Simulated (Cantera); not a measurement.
Cantera run, input and output.

```python
import numpy as np
import cantera as ct

surf = ct.Interface("diamond.yaml", "diamond_100")
gas, bulk = surf.adjacent["gas"], surf.adjacent["diamond"]
k = surf.kinetics_species_index(bulk.species_names[0])
cover = ["c6HH", "c6H*", "c6*H", "c6**", "c6HM", "c6B"]

rows, drift = [], 0.0
print(f"{'T':>10s}{'um/h':>11s}" + "".join(f"{s:>11s}" for s in cover))
for v in [925, 975, 1025, 1075, 1125, 1175, 1225, 1275, 1325, 1375]:
    T, P, xH, xCH3 = v, 2000, 0.0041, 0.00055
    gas.TPX = T, P, {"H": xH, "CH3": xCH3, "CH4": 0.015, "H2": 1 - xH - xCH3 - 0.015}
    surf.TP = bulk.TP = T, P
    surf.coverages = "c6H*:0.1, c6HH:0.9"
    surf.advance_coverages(100.0)
    before = surf.coverages
    surf.advance_coverages(100.0)
    drift = max(drift, np.max(np.abs(surf.coverages - before) / (surf.coverages + 1e-9)))
    rate = surf.net_production_rates[k] * bulk.mean_molecular_weight / bulk.density * 3.6e9
    rows.append([rate, *surf[cover].coverages])
    print(f"{v:10.4g}{rate:11.4e}" + "".join(f"{x:11.3e}" for x in rows[-1][1:]))
```

It prints:

```
         T       um/h       c6HH       c6H*       c6*H       c6**       c6HM        c6B
       925 3.4513e+00  5.941e-01  1.086e-02  2.790e-01  4.667e-03  8.748e-02  9.365e-09
       975 4.3763e+00  5.643e-01  1.466e-02  3.223e-01  7.077e-03  6.859e-02  1.188e-08
      1025 4.9342e+00  5.359e-01  1.909e-02  3.646e-01  1.027e-02  4.982e-02  1.339e-08
      1075 4.5748e+00  5.099e-01  2.415e-02  4.060e-01  1.434e-02  3.052e-02  1.241e-08
      1125 3.3889e+00  4.838e-01  2.964e-02  4.435e-01  1.927e-02  1.479e-02  9.196e-09
      1175 2.2822e+00  4.554e-01  3.520e-02  4.735e-01  2.482e-02  5.967e-03  6.193e-09
      1225 1.7218e+00  4.268e-01  4.068e-02  4.962e-01  3.084e-02  2.230e-03  4.672e-09
      1275 1.5831e+00  4.001e-01  4.605e-02  5.133e-01  3.722e-02  8.245e-04  4.296e-09
      1325 1.5950e+00  3.762e-01  5.131e-02  5.261e-01  4.388e-02  3.067e-04  4.328e-09
      1375 1.4749e+00  3.554e-01  5.643e-02  5.356e-01  5.076e-02  1.136e-04  4.002e-09
```

Computed with Cantera and the Harris–Goodwin 1993 mechanism for the reconstructed diamond (100) surface.
